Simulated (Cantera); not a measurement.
An adiabatic, constant-volume homogeneous reactor starts with CH4 : CO : O2 : N2 = 1 : 0.6 : 1.28 : 4.8 (molar parts), at 1350 K and 100000 Pa.

Model: GRI-Mech 3.0 (53 species, 325 reactions), integrated in Cantera.

### Question
Predict: time of steepest temperature rise; temperature at 1.00 s; equilibrium temperature; x(CO) at 1.00 s; x(O2) at 1.00 s; x(O) at 1.00 s; x(H2O) at 1.00 s.

### Answer
- time of steepest temperature rise: 9.89 ms
- temperature at 1.00 s: 2799 K
- equilibrium temperature: 2799 K
- x(CO) at 1.00 s: 0.153 (gas-phase equilibrium 0.153)
- x(O2) at 1.00 s: 0.000530 (gas-phase equilibrium 0.000530)
- x(O) at 1.00 s: 0.000824 (gas-phase equilibrium 0.000824)
- x(H2O) at 1.00 s: 0.137 (gas-phase equilibrium 0.137)
